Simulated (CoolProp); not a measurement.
The fluid at 298.15 K and 1.89 MPa is compressed adiabatically to 12.9 MPa with isentropic efficiency 0.85. The same conditions are run with several fluids, on thermodynamics alone (safety and materials aside).

Computed with CoolProp (reference Helmholtz-energy equation of state of each fluid (hydrogen chloride: Thol 2018; CF4 (R14): Platzer 1990; ethane: Bücker 2006; nitrous oxide: Lemmon 2006; C2F6 (R116): Lemmon 2006)). The equations of Platzer and Polt are older, rougher fits.

Rank hydrogen chloride, CF4 (R14), ethane, nitrous oxide, C2F6 (R116) by work (kJ/kg), highest first.

hydrogen chloride (181), ethane (172), nitrous oxide (138), CF4 (R14) (67.7), C2F6 (R116) (30.0)

```csv
fluid,final temperature (K),final density (kg/m³)
hydrogen chloride,549.9,112
CF4 (R14),408.7,351
ethane,429.9,143
nitrous oxide,475.8,163
C2F6 (R116),377.6,782
```
